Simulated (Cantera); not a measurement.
What does this Cantera script print?

```python
import numpy as np
import cantera as ct

gas_names = """
    AL ALCL ALCL2 ALCL3 ALH ALO ALOCL ALOH ALO2 ALO2H AL2 AL2CL6 AL2O AL2O2 CL CLO CL2 H HALO HCL HOCL
    HO2 H2 H2O H2O2 O OH O2 O3
""".split()
cond_names = """
    AL(cr) AL(L) ALCL3(s) ALCL3(L) AL2O3(a) AL2O3(L) H2O(s) H2O(L)
""".split()


# ... load() reads the species with a 1 bar reference pressure and builds the phases ...
atoms = {
    'Al2O3': {'AL': 2, 'O': 3},
    'HCl': {'H': 1, 'CL': 1},
    'O2': {'O': 2},
}
top_T = {}  # K; cautious upper limits of use, not melting points


# ... equilibrate(T, P, feed) seeds the gas with the atoms and calls Mixture.equilibrate('TP', solver="vcs", rtol=1e-11, max_steps=5000) ...
results = []
feed = {'Al2O3': 1, 'HCl': 2.7, 'O2': 9.1}  # mol
T = 1573.15  # K
P = 77  # Pa
mix = equilibrate(T, P, feed)
results.append((T, P, feed, dict(zip(mix.species_names, mix.species_moles))))
print(gas.report(threshold=0.0001))
for i in range(1, mix.n_phases):
    print(f"{mix.phase(i).name:16s} {mix.phase_moles(i):12.5e} mol")
```

Result:

```
       temperature   1573.2 K
          pressure   77 Pa
           density   0.00019101 kg/m^3
  mean mol. weight   32.447 kg/kmol
   phase of matter   gas

                          1 kg             1 kmol
                     ---------------   ---------------
          enthalpy        8.5661e+05        2.7794e+07  J
   internal energy        4.5349e+05        1.4714e+07  J
           entropy            9819.9        3.1863e+05  J/K
    Gibbs function       -1.4592e+07       -4.7345e+08  J
 heat capacity c_p            1099.9             35690  J/K
 heat capacity c_v            843.69             27375  J/K

                      mass frac. Y      mole frac. X     chem. pot. / RT
                     ---------------   ---------------   ---------------
                CL          0.075097          0.068736           -22.742
               CL2        0.00091006        0.00041649           -45.484
               HCL           0.17444           0.15525           -41.637
               H2O          0.019126          0.034447           -55.494
                 O        0.00015997        0.00032442           -17.705
                OH        0.00036332        0.00069316             -36.6
                O2           0.72985           0.74009            -35.41
     [  +22 minor]        6.1533e-05        4.9146e-05

AL(L)             0.00000e+00 mol
ALCL3(L)          0.00000e+00 mol
AL2O3(a)          9.99999e-01 mol
```

Equilibrium computed with Cantera from the NASA thermochemical tables; the gas is ideal and each condensed phase is pure.
